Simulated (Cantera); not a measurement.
Charge: 1 mol Fe2O3, 0.56 mol C, 0.15 mol H2, held at 1300 °C and 1 atm.

These are equilibrium values from Cantera (NASA tables, ideal gas, pure condensed phases), not measurements of a reactor. Candidate condensed phases: C, C6H6, C7H8, C8H18, Fe, Fe(CO)5, FeO, Fe(OH)2, Fe(OH)3, Fe2O3, Fe3O4, H2O; 114 gas species. The tables' stoichiometric FeO is somewhat more stable than real wüstite, so its field is too wide. FeO: taken at fixed stoichiometry. The numbers say what is thermodynamically allowed, not how fast it happens.

Base state: CO2 0.452, CO 0.337, H2O 0.168, H2 0.0433 (mole fractions); condensed: FeO(s).

Task: What changes in the equilibrium state with this change: H2 from 0.15 to 1.5 mol?

Result: 
```tsv
species	before	after
H2	0.0433	0.503
CO	0.337	0.235
H2O	0.168	0.225
CO2	0.452	0.0364
H	8.41e-6	2.86e-5
FeO(s), mol	2.00	1.90
Fe(γ), mol	0	0.0989
```
Mutual solubility and eutectic melting of coexisting phases are not modelled.
